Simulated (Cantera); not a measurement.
Feed: 1 mol MgO, 2.1 mol CO, equilibrated at 873.15 K and 0.0900 Torr.

Cantera equilibrium calculation (NASA polynomials, part measured and part estimated; ideal gas, pure solids and liquids). Candidate condensed phases: C, Mg, MgCO3, MgO; 15 gas species. Equilibrium is a limit: real reactors are often held back by kinetics, nucleation or transport.

Base state: CO 0.999, CO2 0.00135 (mole fractions); condensed: C(graphite) + MgO(s).

What changes in the equilibrium state with this change: temperature from 873.15 K to 1675 K?


```
species            before   after
----------------  -------  ------
CO                  0.999   0.976
Mg                  <1e-9  0.0119
CO2               0.00135  0.0119
C(graphite), mol  0.00284       0
MgO(s), mol          1.00   0.975
```

What changes in the equilibrium state with this change: pressure from 0.0900 Torr to 4130 Torr?


| species | before | after |
|---|---|---|
| CO2 | 0.00135 | 0.881 |
| CO | 0.999 | 0.119 |
| C(graphite), mol | 0.00284 | 0.984 |
| MgO(s), mol | 1.00 | 1.00 |
